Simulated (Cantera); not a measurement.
Charge: 1 mol PbO, 1.3 mol H2, 3.2 mol H2O, equilibrated at 948.15 K and 18.0 Pa.

These are equilibrium values from Cantera (NASA tables, ideal gas, pure condensed phases), not measurements of a reactor. Candidate condensed phases: H2O, Pb, PbO, PbO2, Pb3O4; 12 gas species. Kinetics and transport are ignored.

Base state: H2O 0.908, H2 0.0649, Pb 0.0267 (mole fractions); condensed: Pb(l).

### Question
What changes in the equilibrium state with this change: temperature from 948.15 K to 1298.15 K?

### Answer
```tsv
species	before	after
H2O	0.908	0.763
Pb	0.0267	0.182
H2	0.0649	0.0547
H	1.00e-8	1.87e-5
PbO	4.65e-7	0.000208
Pb(l), mol	0.877	0
```
